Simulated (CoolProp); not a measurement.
Vapour-liquid equilibrium of CH2F2 (R32) (1) + R123 (2) at 0.371 MPa; x and y are mole fractions of (1).

The numbers come from the multi-fluid Helmholtz-energy mixture model, Tillner-Roth 1997 and Younglove 1994; pair parameters Bell 2016 in CoolProp.

Question: Give the bubble temperature and the first vapour's composition at x = 0.05, 0.35, 0.65. Is there an azeotrope?

Answer: x = 0.05: 51.1 °C, y = 0.408; x = 0.35: 0.5 °C, y = 0.928; x = 0.65: -13.1 °C, y = 0.974. No azeotrope shows between x = 0.05 and 0.95.

Pair parameters are fitted to limited data, so mixtures are less certain than the pure fluids.
